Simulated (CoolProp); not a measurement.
Saturation properties of isobutane (Tc = 407.8 K, pc = 3.629 MPa, ω = 0.184).

Values from CoolProp's reference Helmholtz-energy equation of state, Bücker 2006.

```csv
T (K),p (MPa),liquid density (kg/m³),vapour density (kg/m³),enthalpy of vaporisation (kJ/kg),liquid viscosity (µPa s),liquid conductivity (mW/(m K))
204.8,0.005355,652.9,0.1837,410.8,504,127
209.3,0.007243,648.4,0.2434,407.4,468,125
213.8,0.009653,643.9,0.3180,403.9,435,123
218.3,0.01269,639.4,0.4101,400.5,406,121
222.7,0.01638,634.9,0.5197,397.1,380,119
227.2,0.02101,630.3,0.6549,393.6,356,117
231.7,0.02665,625.6,0.8168,390.0,334,116
236.2,0.03345,620.9,1.009,386.4,314,114
240.7,0.04158,616.2,1.234,382.7,296,112
245.2,0.05121,611.4,1.498,379.0,279,110
```

It boils at 261.4 K under 1 atm.

Viscosity comes from a separate model (Vogel 2000). Thermal conductivity comes from a separate model (Perkins 2002).
